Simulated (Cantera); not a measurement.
An adiabatic, constant-volume homogeneous reactor starts with 1.75 % C2H4, 15.9 % O2, 59.7 % N2, 22.7 % H2O, equivalence ratio 0.33, at 1600 K and 0.908 atm.

Computed with Cantera and GRI-Mech 3.0 (53 species, 325 reactions). GRI-Mech 3.0 was tuned for natural gas; its chemistry of ethylene as a main component is partial and can be far from experiment.

### Question
Predict: time of steepest temperature rise; temperature at 2.00 s; equilibrium temperature; x(O2) at 2.00 s; x(H2O) at 2.00 s.

### Answer
| Item | Value |
|---|---|
| time of steepest temperature rise | 33.4 µs |
| temperature at 2.00 s | 2233 K |
| equilibrium temperature | 2233 K |
| x(O2) at 2.00 s | 0.101 (gas-phase equilibrium 0.101) |
| x(H2O) at 2.00 s | 0.256 (gas-phase equilibrium 0.256) |
